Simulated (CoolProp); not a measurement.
200 sccm (0 °C, 1 atm) of nitrogen bubbles through liquid hexamethyldisiloxane (MM) at 349.5 K and leaves saturated at a total pressure of 0.15 MPa (ideal gas phase). Each further row changes one setting.

The numbers come from the reference Helmholtz-energy equation of state, Thol 2016 in CoolProp.

```tsv
case	vapour pressure (kPa)	mole fraction of vapour	delivery (mg/min)	delivery (sccm)	change of delivery for a bath 1 K warmer (%)
as stated	47.4	___	668	___	5.1
bath temperature 354.5 K	56.0	0.373	___	___	___
total pressure 0.3 MPa	47.4	___	___	37.5	4.1
```

Question: Complete the blanks.

Answer: 
- as stated, mole fraction of vapour: 0.316
- as stated, delivery (sccm): 92.3
- bath temperature 354.5 K, delivery (mg/min): 863
- bath temperature 354.5 K, delivery (sccm): 119
- bath temperature 354.5 K, change of delivery for a bath 1 K warmer (%): 5.4
- total pressure 0.3 MPa, mole fraction of vapour: 0.158
- total pressure 0.3 MPa, delivery (mg/min): 272
